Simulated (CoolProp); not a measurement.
n-perfluorohexane along the isotherm 309.1 K: Z from the reference equation and from simpler models built on Tc = 448.0 K, pc = 1.742 MPa, ω = 0.497; each cubic takes its own stable root.

Values from CoolProp's reference Helmholtz-energy equation of state, Gao 2022.

| p (MPa) | phase | reference |
|---|---|---|
| 0.0871 | liquid | 0.006969 |
| 0.174 | liquid | 0.01392 |
| 0.261 | liquid | 0.02087 |
| 0.348 | liquid | 0.02782 |
| 0.435 | liquid | 0.03477 |
| 0.522 | liquid | 0.04171 |
| 0.61 | liquid | 0.04873 |
| 0.697 | liquid | 0.05566 |
| 0.784 | liquid | 0.06259 |
| 0.871 | liquid | 0.06952 |

Problem. How far does each simpler model (van der Waals, Peng-Robinson) lie from the reference over these 10 states: mean and median of the absolute difference, and the worst?

Solution. 
- van der Waals: mean 2494.5 %, median 80.2 %, worst +13725.5 % at 309.1 K and 0.0871 MPa
- Peng-Robinson: mean 2.0 %, median 1.9 %, worst +2.1 % at 309.1 K and 0.0871 MPa

At some of these states van der Waals gives the other phase, because its saturation line lies elsewhere.
